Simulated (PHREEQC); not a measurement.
Dissolve 0.017 mol/kgw MnSO4, 0.0011 mol/kgw Cd(NO3)2, 0.023 mol/kgw CsCl and 0.42 mol/kgw HNO3 at 5 °C. Closed to the air; pH follows from the charge balance.

Computed with PHREEQC (ion-association model, wateq4f.dat).

Precipitation was switched off in this run.

### Question
Estimate the pH, activity of water.

### Answer
pH 0.51; activity of water 0.985.

### Question
In which forms is S present?

### Answer
HSO4- 86 %, SO4-2 13 %, MnSO4 1.2 % of the S.

Species that the database lacks are ignored. Constants without temperature data keep their 25 °C values here.
